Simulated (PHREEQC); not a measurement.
## Hard or scaling water: speciation

Consider water at 30 °C and 500 atm with 0.0013 mol/kgw CaSO4, 0.00019 mol/kgw Na2SO4 and 0.00012 mol/kgw KCl. Closed to the air; pH follows from the charge balance.

The numbers come from PHREEQC with the ion-association model, phreeqc.dat.

No solid was allowed to form.

Problem. What ionic strength does the model give?

Solution. ionic strength 0.00536 mol/kgw.

Problem. In which forms is S present?

Solution. SO4-2 91 %, CaSO4 8.8 % of the S.

Under pressure, the constants of complexes without a molar volume in the database are unreliable.
